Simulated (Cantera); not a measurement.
Charge: 1 mol HMDSO, 8.8 mol O₃, 35 mol H₂, at 675 °C and 82.5 Torr.

Cantera equilibrium calculation (NASA polynomials, part measured and part estimated; ideal gas, pure solids and liquids). Candidate condensed phases: C, C₆H₆, C₇H₈, C₈H₁₈, H₂O, Si, SiC, SiO₂; 123 gas species. The feed counts by its element totals alone. Rates play no part.

Question: What is the equilibrium state?

Answer: 
```
Item                                        Value
--------------------------------------  ---------
x(H₂)                                       0.588
x(H₂O)                                      0.291
x(CO)                                      0.0633
x(CO₂)                                     0.0567
x(CH₄)                                    8.90e-5
n(SiO₂(β-quartz))                        2.00 mol
gas amount                              49.99 mol
log10 activity of C(graphite) (absent)      -1.87
log10 activity of Si(s) (absent)           -18.59
```
